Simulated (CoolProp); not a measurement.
Carbonyl sulfide at 426.36 K and 10.4 MPa is throttled through a valve to 0.951 MPa with no heat exchange. Each further row changes one setting.

Values from CoolProp's reference Helmholtz-energy equation of state, Lemmon 2006. It is a short technical equation, of lower accuracy than the large ones.

```csv
case,temperature change (K),final density (kg/m³)
as stated,___,___
outlet pressure 0.285 MPa,___,___
outlet pressure 1.24 MPa,___,___
```

**Question.** What belongs in the gaps?

**Answer.** 
- as stated, temperature change (K): -134.3
- as stated, final density (kg/m³): 26.9
- outlet pressure 0.285 MPa, temperature change (K): -150.3
- outlet pressure 0.285 MPa, final density (kg/m³): 7.78
- outlet pressure 1.24 MPa, temperature change (K): -127.6
- outlet pressure 1.24 MPa, final density (kg/m³): 35.6
